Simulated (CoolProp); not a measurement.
A closed Brayton cycle with dry air: compressor inlet 305.15 K and 1 MPa, high pressure 3.11 MPa, turbine inlet 685 K, compressor efficiency 0.89, turbine efficiency 0.85, recuperator effectiveness 0 (on enthalpy, no pinch check). Each further row changes one setting.

The numbers come from the reference Helmholtz-energy equation of state, Lemmon 2000 in CoolProp. It is a pseudo-pure fit of the blend.

```csv
case,thermal efficiency (%),net work (kJ/kg),compressor to turbine work,compressor exit (K),turbine exit (K)
as stated,12.2,32.0,0.81,436.4,529.7
turbine inlet 635 K,9.5,19.7,0.87,436.4,489.7
compressor inlet 315.15 K,11.1,27.6,0.83,450.5,529.7
high pressure 2.64 MPa,11.7,33.2,0.77,414.9,549.6
recuperator effectiveness 0.5,14.9,32.0,0.81,436.4,529.7
```
